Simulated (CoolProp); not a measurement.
A single-stage vapour-compression cycle with R11: evaporating at 275.15 K (dew point), condensing at 313.15 K (bubble point), superheat 0 K, subcooling 2 K, compressor efficiency 0.8, no pressure losses. Each further row changes one setting.

Values from CoolProp's reference Helmholtz-energy equation of state, Jacobsen 1992.

| case | cooling COP | pressure ratio | discharge temperature (K) | refrigerating effect (kJ/kg) | volumetric capacity (kJ/m³) |
|---|---|---|---|---|---|
| as stated | 5.23 | 3.99 | 330.0 | 157 | 423 |
| evaporating temperature 280.15 K | 6.23 | [?] | 327.1 | 160 | [?] |
| condensing temperature 308.15 K | 6.13 | 3.40 | [?] | 162 | 435 |
| subcooling 7 K | 5.38 | 3.99 | 330.0 | 162 | 435 |
| superheat 10 K | [?] | 3.99 | 341.1 | 163 | 422 |
| compressor efficiency 0.7 | 4.58 | 3.99 | 336.8 | 157 | 423 |

Q: Some entries are withheld; supply them.

A: 
- evaporating temperature 280.15 K, pressure ratio: 3.24
- evaporating temperature 280.15 K, volumetric capacity (kJ/m³): 520
- condensing temperature 308.15 K, discharge temperature (K): 323.4
- superheat 10 K, cooling COP: 5.22
